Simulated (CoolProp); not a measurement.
Vapour-liquid equilibrium of CHF3 (R23) (1) + sulfur hexafluoride (2) at 243.2 K; x and y are mole fractions of (1).

Computed with CoolProp (multi-fluid Helmholtz-energy mixture model, Penoncello 2003 and Guder 2009; pair parameters Bell 2016).

Q: Give the bubble pressure and the first vapour's composition at x = 0.8, 0.875, 0.95. Is there an azeotrope?

A: x = 0.8: 1045 kPa, y = 0.804; x = 0.875: 1042 kPa, y = 0.864; x = 0.95: 1027 kPa, y = 0.939. y crosses x between x = 0.8 and 0.875: the model has an azeotrope there.

Pair parameters are fitted to limited data, so mixtures are less certain than the pure fluids.
